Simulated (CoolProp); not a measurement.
Values from CoolProp's reference Helmholtz-energy equation of state, McLinden 2015.

Question: For the fluoroketone C6F12O (FK-5-1-12), give the phase and the density (kg/m³), cp (kJ/(kg K)), cv (kJ/(kg K)), speed of sound (m/s) at -32.55 °C and 10.5 bar; -32.55 °C and 33.2 bar; -32.55 °C and 105 bar.

Answer: 
- -32.55 °C and 10.5 bar: liquid; density 1770, cp 1.09, cv 0.874, speed of sound 695
- -32.55 °C and 33.2 bar: liquid; density 1770, cp 1.09, cv 0.875, speed of sound 707
- -32.55 °C and 105 bar: liquid; density 1790, cp 1.08, cv 0.878, speed of sound 739
